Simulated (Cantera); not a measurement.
Input: 1 mol AlN, 0.012 mol Cl2, 0.012 mol O2, at 1400 Pa.

These are equilibrium values from Cantera (NASA tables, ideal gas, pure condensed phases), not measurements of a reactor. Candidate condensed phases: Al, AlCl3, AlN, Al2O3; 24 gas species. Mutual solubility and eutectic melting of coexisting phases are not modelled. The tables' values for AlCl2 are old estimates; treat these amounts as uncertain. Kinetics and transport are ignored. All values below are at 1225 K.

Base state: N2 0.600, AlCl3 0.399, AlCl2 0.000669, AlCl 3.13e-5, Al2Cl6 1.82e-5 (mole fractions); condensed: AlN(s) + Al2O3(s).

Q: What changes in the equilibrium state with this change: AlN replaced by MgO?

A: 
```csv
species,before,after
O2,<1e-9,0.498
Cl2,<1e-9,0.442
Cl,6.30e-7,0.0343
N2,0.600,0
AlCl3,0.399,0
MgCl2,0,0.0259
AlCl2,0.000669,0
ClO,<1e-9,0.000107
AlCl,3.13e-5,0
"AlN(s), mol",0.976,0
"Al2O3(s), mol",0.00800,0
"MgO(s), mol",0,0.999
```
Further candidate phases: Mg, MgCl2, MgO.
